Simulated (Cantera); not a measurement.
Input: 1 mol SiCl₄, 1.1 mol HCl, 11 mol H₂, at 0.133 bar.

These are equilibrium values from Cantera (NASA tables, ideal gas, pure condensed phases), not measurements of a reactor. Candidate condensed phases: Si; 19 gas species. The tables' values for SiCl₃ are old estimates; treat these amounts as uncertain. Kinetics and transport are ignored.

Q: At 927 °C, list the 4 most abundant gas species with their mole fractions, and the condensed phases.

A: H₂ 0.816, HCl 0.108, SiCl₄ 0.0552, SiHCl₃ 0.0113. Condensed: gas only.
